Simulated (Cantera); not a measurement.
A perfectly stirred reactor is fed with H2 : O2 : N2 = 1.5 : 1 : 18 (molar parts), at 62000 Pa; it is held at 1225 K, and followed from long to short residence time.

Model: GRI-Mech 3.0 (53 species, 325 reactions), integrated in Cantera. The temperature is held fixed by assumption; the heat of reaction is taken as removed at once.

### Question
What does this change do: temperature 1225 to 1125 K?

### Answer
| quantity | before | after |
|---|---|---|
| x(H2) at τ = 0.580 s | 0.000168 | 0.000244 |
| x(O2) at τ = 0.580 s | 0.0127 | 0.0128 |
| x(O) at τ = 0.580 s | 2.66e-5 | 1.82e-5 |
| x(H2O2) at τ = 0.580 s | 2.85e-7 | 4.53e-7 |
| x(H) at τ = 0.580 s | 1.77e-5 | 1.41e-5 |
| x(H2) at τ = 18.0 ms | 0.00150 | 0.00200 |
| x(O2) at τ = 18.0 ms | 0.0133 | 0.0136 |
| x(O) at τ = 18.0 ms | 0.000266 | 0.000182 |
| x(H2O2) at τ = 18.0 ms | 8.59e-7 | 9.98e-7 |
| x(H) at τ = 18.0 ms | 0.000512 | 0.000403 |

### Question
What does this change do: pressure from 62000 Pa to 13300 Pa?

### Answer
```csv
quantity,before,after
x(H2) at τ = 0.580 s,0.000168,0.000746
x(O2) at τ = 0.580 s,0.0127,0.0129
x(O) at τ = 0.580 s,2.66e-5,0.000215
x(H2O2) at τ = 0.580 s,2.85e-7,2.02e-7
x(H) at τ = 0.580 s,1.77e-5,0.000356
x(H2) at τ = 18.0 ms,0.00150,0.00488
x(O2) at τ = 18.0 ms,0.0133,0.0155
x(O) at τ = 18.0 ms,0.000266,0.00175
x(H2O2) at τ = 18.0 ms,8.59e-7,2.38e-7
x(H) at τ = 18.0 ms,0.000512,0.00680
```
